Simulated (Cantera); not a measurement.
A freely propagating, adiabatic, planar premixed flame of 36.1 % H2, 12.0 % O2, 45.1 % N2, 6.85 % H2O, equivalence ratio 1.5, unburnt at 400 K and 101000 Pa; mixture-averaged transport, grid criteria slope 0.08 and curve 0.16, no radiation.

Model: the H2/O2 subset of GRI-Mech 3.0, which has no nitrogen chemistry, integrated in Cantera. Burning velocities carry a grid error of a few per cent, more on coarse grids.

Predict: laminar burning velocity; thermal thickness; peak x(OH); peak x(H2O2); peak x(H).


| Item | Result |
|---|---|
| laminar burning velocity | 411 cm/s |
| thermal thickness | 0.335 mm |
| peak x(OH) | 0.00816 |
| peak x(H2O2) | 7.47e-5 |
| peak x(H) | 0.0605 |
